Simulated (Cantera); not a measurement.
A closed system holds: 1 mol Si2H6, 0.85 mol Cl2, 10 mol N2, equilibrated at 1075 K and 450 Torr.

Equilibrium computed with Cantera from the NASA thermochemical tables; the gas is ideal and each condensed phase is pure. Candidate condensed phases: NH4Cl, Si, Si3N4; 28 gas species. The feed counts by its element totals alone. N2 is the only nitrogen source here; it is nearly inert below about 1500 K, so the nitride shown seldom forms there in practice. The numbers say what is thermodynamically allowed, not how fast it happens.

Base state: N2 0.694, H2 0.176, HCl 0.127, SiCl4 0.00209, SiHCl3 3.58e-5, NH3 1.35e-5 (mole fractions); condensed: Si3N4(s).

Question: What changes in the equilibrium state with this change: pressure from 450 Torr to 113 Torr?

Answer: 
```csv
species,before,after
N2,0.694,0.694
H2,0.176,0.175
HCl,0.127,0.130
SiCl4,0.00209,0.00145
NH3,1.35e-5,3.34e-6
SiHCl3,3.58e-5,2.41e-5
"Si3N4(s), mol",0.658,0.661
```

Question: What changes in the equilibrium state with this change: Cl2 from 0.85 to 0.34 mol?

Answer: 
| species | before | after |
|---|---|---|
| N2 | 0.694 | 0.722 |
| H2 | 0.176 | 0.222 |
| HCl | 0.127 | 0.0564 |
| SiCl4 | 0.00209 | 4.93e-5 |
| SiHCl3 | 3.58e-5 | 2.41e-6 |
| NH3 | 1.35e-5 | 1.95e-5 |
| Si3N4(s), mol | 0.658 | 0.666 |
